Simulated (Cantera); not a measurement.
Feed: 1 mol Si, 0.12 mol O2, 86 mol H2, 4.7 mol CO, at 1475 °C and 10.0 mbar.

Equilibrium computed with Cantera from the NASA thermochemical tables; the gas is ideal and each condensed phase is pure. Candidate condensed phases: C, C6H6, C7H8, C8H18, H2O, Si, SiC, SiO2; 123 gas species. The numbers say what is thermodynamically allowed, not how fast it happens.

**Question.** What is the equilibrium state?

**Answer.** 
```
Property                                    Value
--------------------------------------  ---------
x(H2)                                       0.943
x(CO)                                      0.0475
x(SiO)                                    0.00680
x(H)                                      0.00222
x(Si)                                     1.51e-5
x(C2H2 (acetylene))                       3.54e-6
x(SiH2)                                   2.01e-6
x(SiH)                                    1.95e-6
x(CH4)                                    1.49e-6
n(SiC(s))                               0.379 mol
gas amount                              91.04 mol
log10 activity of C(graphite) (absent)      -0.74
log10 activity of Si(l) (absent)            -0.99
```
